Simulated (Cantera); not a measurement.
## Premixed flame

A freely propagating, adiabatic, planar premixed flame of 33.1 % H2, 17.6 % O2, 49.3 % N2, unburnt at 675 K and 3.80 bar; multicomponent+Soret transport, grid criteria slope 0.08 and curve 0.16, no radiation.

Computed with Cantera and the H2/O2 subset of GRI-Mech 3.0, which has no nitrogen chemistry. The hydrogen kinetics of GRI-Mech 3.0 are dated; newer H2 mechanisms differ, most at raised pressure. Burning velocities carry a grid error of a few per cent, more on coarse grids.

| z (mm) | T (K) | u (m/s) | x H2 | x O2 | x H2O2 | x OH | x H | x O |
|---|---|---|---|---|---|---|---|---|
| -0.234 | 675 | 10.7 | 0.331 | 0.176 | <1e-8 | <1e-8 | <1e-8 | <1e-8 |
| -0.156 | 675 | 10.7 | 0.331 | 0.176 | <1e-8 | <1e-8 | <1e-8 | <1e-8 |
| -0.117 | 675 | 10.7 | 0.331 | 0.176 | <1e-8 | <1e-8 | <1e-8 | <1e-8 |
| -0.0780 | 675 | 10.7 | 0.330 | 0.176 | <1e-8 | <1e-8 | 2.67e-8 | <1e-8 |
| -0.0390 | 697 | 10.9 | 0.316 | 0.179 | 6.68e-6 | 5.70e-5 | 0.000132 | 1.20e-5 |
| -0.0195 | 944 | 14.1 | 0.269 | 0.175 | 4.51e-5 | 0.00138 | 0.00517 | 0.000585 |
| 0 | 1442 | 20.9 | 0.165 | 0.128 | 1.52e-5 | 0.00659 | 0.0308 | 0.00670 |
| 0.0195 | 1803 | 25.9 | 0.0806 | 0.0669 | 4.39e-6 | 0.0171 | 0.0488 | 0.0143 |
| 0.0390 | 1990 | 28.4 | 0.0569 | 0.0450 | 2.71e-6 | 0.0236 | 0.0463 | 0.0161 |
| 0.0780 | 2188 | 30.9 | 0.0494 | 0.0358 | 1.70e-6 | 0.0277 | 0.0350 | 0.0141 |
| 0.156 | 2380 | 33.2 | 0.0439 | 0.0309 | 1.23e-6 | 0.0287 | 0.0234 | 0.0104 |
| 0.312 | 2553 | 35.1 | 0.0363 | 0.0264 | 1.03e-6 | 0.0274 | 0.0142 | 0.00704 |
| 0.624 | 2681 | 36.5 | 0.0287 | 0.0228 | 1.03e-6 | 0.0248 | 0.00844 | 0.00468 |
x: mole fraction of selected species; z is measured from the peak of heat release.

```json
{
  "laminar_burning_velocity": "1070 cm/s",
  "thermal_thickness": "0.0780 mm",
  "peak x(H2O2)": "4.58e-5",
  "peak x(OH)": "0.0288",
  "peak x(H)": "0.0493",
  "peak x(O)": "0.0161"
}
```
